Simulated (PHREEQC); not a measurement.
Dissolve 0.3 mol LiCl and 0.06 mol MgSO4 per kg of water at 20 °C. Closed to the air; pH follows from the charge balance.

All values are PHREEQC results (Pitzer model, pitzer.dat), not measurements.

Problem. The ionic strength comes out as 0.540 mol/kgw. What activity coefficients do Cl-, Mg+2, Li+, SO4-2 get?

Solution. Cl- 0.64, Mg+2 0.24, Li+ 0.79, SO4-2 0.12. Single-ion values are on the MacInnes scale.

Precipitation was switched off in this run.
